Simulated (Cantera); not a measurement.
## Thermodynamics of abatement and gas-phase synthesis, feed PH3 + O2

Charge: 1 mol PH3, 0.019 mol O2, at 1330 Pa.

Equilibrium computed with Cantera from the NASA thermochemical tables; the gas is ideal and each condensed phase is pure. Candidate condensed phases: H2O, P, P4O10; 17 gas species. Gases not in the tables: HPO2, HPO3 and P4O6. Equilibrium is a limit: real reactors are often held back by kinetics, nucleation or transport.

```csv
T (°C),x H2,x H,x P2,x P,x PO,x H2O
1300,0.734,0.000302,0.247,3.08e-5,0.00383,0.0148
1500,0.735,0.00211,0.244,0.000261,0.00892,0.00955
1700,0.730,0.00999,0.239,0.00143,0.0134,0.00512
1900,0.708,0.0352,0.232,0.00568,0.0157,0.00256
2100,0.650,0.0975,0.216,0.0176,0.0164,0.00126
2300,0.536,0.218,0.185,0.0436,0.0157,0.000592
2500,0.369,0.391,0.137,0.0873,0.0139,0.000254
2700,0.200,0.562,0.0828,0.142,0.0119,9.69e-5
2900,0.0878,0.670,0.0408,0.189,0.0101,3.54e-5
3100,0.0357,0.717,0.0175,0.219,0.00852,1.32e-5
3300,0.0149,0.734,0.00719,0.234,0.00636,4.76e-6
```
x: gas mole fraction; nothing condenses.

From 1300 °C to 3300 °C nothing is condensed.
